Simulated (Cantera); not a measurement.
**Thermodynamics of silicon carbide growth, feed SiH₄ + CH₄ + H₂ + HCl**

Feed: 1 mol SiH₄, 2.6 mol CH₄, 1700 mol H₂, 0.018 mol HCl, held at 2225 K.

Method: chemical equilibrium by Gibbs-energy minimisation in Cantera with the NASA 1993 tables (ideal gas, pure condensed phases). Candidate condensed phases: C, C₆H₆, C₇H₈, C₈H₁₈, Si, SiC; 109 gas species. Gases not in the tables: Si₂H₆ and higher silanes. The numbers say what is thermodynamically allowed, not how fast it happens.

| P (Pa) | x H₂ | x H | x C₂H₂ (acetylene) | x Si | n SiC(s) |
|---|---|---|---|---|---|
| 100 | 0.814 | 0.185 | 0.000667 | 0.000509 | 0 |
| 320 | 0.891 | 0.108 | 0.000700 | 0.000525 | 0 |
| 1000 | 0.936 | 0.0627 | 0.000718 | 0.000524 | 0 |
| 3200 | 0.963 | 0.0355 | 0.000726 | 0.000503 | 0 |
| 10000 | 0.978 | 0.0203 | 0.000725 | 0.000451 | 0 |
| 32000 | 0.987 | 0.0114 | 0.000701 | 0.000344 | 0.0386 |
| 100000 | 0.993 | 0.00645 | 0.000543 | 0.000126 | 0.507 |
x: gas mole fraction; n: condensed amount in mol.

From 1.00 mbar to 0.100 bar nothing is condensed. From 0.320 bar to 1.00 bar the condensed part is SiC(s). The main Si-bearing gas is Si throughout.
